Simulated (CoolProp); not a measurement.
The numbers come from the reference Helmholtz-energy equation of state, Thol 2016 in CoolProp.

For R1234ze(E), give the phase and the density (kg/m³), fugacity coefficient at 304.3 K and 13.5 MPa.


- 304.3 K and 13.5 MPa: liquid; density 1200, fugacity coefficient 0.0635
